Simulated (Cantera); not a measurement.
What does this Cantera script print?

```python
import numpy as np
import cantera as ct

gas = ct.Solution("gri30.yaml")


def delay(T, t_max=10):
    gas.TPX = T, 1000000, {'CH4': 1, 'CO': 0.14, 'O2': 2.44, 'N2': 16}
    reactor = ct.IdealGasReactor(gas, clone=False)
    net = ct.ReactorNet([reactor])
    net.rtol, net.atol = 1e-8, 1e-16
    while net.time < t_max:
        t_old, T_old = net.time, reactor.T
        net.step()
        if reactor.T > T + 400:  # ignition: a rise of 400 K
            return t_old + (T + 400 - T_old) / (reactor.T - T_old) * (net.time - t_old)
    return np.nan


taus = []
for T in [1125, 1175, 1225, 1275, 1325, 1375, 1425, 1475]:
    taus.append(delay(T))
    print(f"T0 = {T:6g} K   tau = {taus[-1]:.4e} s")
```

Result:

```
T0 =   1125 K   tau = 2.2534e-02 s
T0 =   1175 K   tau = 1.1277e-02 s
T0 =   1225 K   tau = 5.9136e-03 s
T0 =   1275 K   tau = 3.2177e-03 s
T0 =   1325 K   tau = 1.8045e-03 s
T0 =   1375 K   tau = 1.0381e-03 s
T0 =   1425 K   tau = 6.1044e-04 s
T0 =   1475 K   tau = 3.6614e-04 s
```

Computed with Cantera and GRI-Mech 3.0 (53 species, 325 reactions).
